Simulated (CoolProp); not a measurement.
R236EA along the isobar 6000 kPa: density (kg/m³) from the reference equation and from simpler models built on Tc = 139.3 °C, pc = 3414 kPa, ω = 0.368; each cubic takes its own stable root.

Model: reference Helmholtz-energy equation of state, Rui 2013, in CoolProp.

```tsv
T (°C)	phase	reference	van der Waals	Soave-Redlich-Kwong	Peng-Robinson
55.75	liquid	1354	851.2	1239	1398
64.05	liquid	1326	___	1210	1366
72.35	liquid	___	823.4	1179	1331
80.75	liquid	1267	808.5	1147	1294
89.05	liquid	1235	793.2	1112	1254
97.35	liquid	1202	777.3	1075	1211
105.65	liquid	1166	760.5	___	___
113.95	liquid	___	742.9	992.3	1114
122.25	liquid	1085	724.4	___	1059
130.55	liquid	1037	704.7	893.9	997.9
138.85	liquid	982.6	683.8	836.8	929.9
```

**Question.** What belongs in the gaps?

**Answer.** 
- 64.05, van der Waals: 837.6
- 72.35, reference: 1297
- 105.65, Soave-Redlich-Kwong: 1035
- 105.65, Peng-Robinson: 1165
- 113.95, reference: 1127
- 122.25, Soave-Redlich-Kwong: 945.4
